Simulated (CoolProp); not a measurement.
A simple Rankine cycle with n-perfluorohexane: condensing at 330.15 K, boiler at 0.317 MPa, turbine inlet 370.8 K, turbine efficiency 0.75, pump efficiency 0.6, no recuperator. Each further row changes one setting.

Model: reference Helmholtz-energy equation of state, Gao 2022, in CoolProp.

```csv
case,thermal efficiency (%),net work (kJ/kg),heat in (kJ/kg),turbine exit temperature (K),volume ratio over the turbine
as stated,5.8,6.80,118,359.7,3.39
turbine inlet 390.8 K,5.3,7.32,137,379.9,3.32
condensing temperature 322.15 K,6.7,8.53,126,357.3,4.50
boiler pressure 0.222 MPa,4.1,4.85,119,363.6,2.28
turbine efficiency 0.65,5.0,5.86,118,360.7,3.40
```
